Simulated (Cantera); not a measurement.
Source: NASA polynomial tables (part measured, part estimated), evaluated in Cantera. Values are per mole of reaction as written; species without (g) are pure solids or liquids, kept so even where they would boil at 1 bar. ZrN: taken at fixed stoichiometry.

2 ZrO₂ + N₂(g) + 4 H(g) → 2 ZrN + 2 H₂O₂(g)

```tsv
T (K)	ΔH° (kJ)	ΔS° (J/K)	ΔG° (kJ)	log10 K	condensed phases
998	(withheld)	(withheld)	(withheld)	(withheld)	ZrO₂(monoclinic), ZrN(s)
1098	282.4	-269.1	577.9	-27.49	ZrO₂(monoclinic), ZrN(s)
1198	279.1	-272.0	604.9	-26.38	ZrO₂(monoclinic), ZrN(s)
1298	(withheld)	(withheld)	(withheld)	(withheld)	ZrO₂(monoclinic), ZrN(s)
1398	273.0	-276.7	659.8	-24.65	ZrO₂(monoclinic), ZrN(s)
1498	(withheld)	(withheld)	(withheld)	(withheld)	ZrO₂(tetragonal), ZrN(s)
1598	(withheld)	(withheld)	(withheld)	(withheld)	ZrO₂(tetragonal), ZrN(s)
```

### Question
What belongs in the gaps?

### Answer

- 998, ΔH° (kJ): 286.0
- 998, ΔS° (J/K): -265.7
- 998, ΔG° (kJ): 551.1
- 998, log10 K: -28.85
- 1298, ΔH° (kJ): 276.0
- 1298, ΔS° (J/K): -274.5
- 1298, ΔG° (kJ): 632.3
- 1298, log10 K: -25.44
- 1498, ΔH° (kJ): 258.6
- 1498, ΔS° (J/K): -286.5
- 1498, ΔG° (kJ): 687.7
- 1498, log10 K: -23.98
- 1598, ΔH° (kJ): 257.3
- 1598, ΔS° (J/K): -287.3
- 1598, ΔG° (kJ): 716.4
- 1598, log10 K: -23.42
